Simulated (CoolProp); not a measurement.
The fluid at 362.46 K and 0.125 MPa (gas) is heated at constant pressure to 374 K. The same conditions are run with several fluids, on thermodynamics alone (safety and materials aside).

Computed with CoolProp (reference Helmholtz-energy equation of state of each fluid (tetrahydrofuran: Fiedler 2023; ethylene: Smukala 2000; R410A: Lemmon 2003; C2F6 (R116): Lemmon 2006; C3F8 (R218): Lemmon 2006)). Blends and air are pseudo-pure fits.

| fluid | heat (kJ/kg) | final density (kg/m³) |
|---|---|---|
| tetrahydrofuran | 15.8 | 2.98 |
| ethylene | 20.6 | 1.13 |
| R410A | 10.6 | 2.94 |
| C2F6 (R116) | 10.1 | 5.58 |
| C3F8 (R218) | 10.3 | 7.65 |
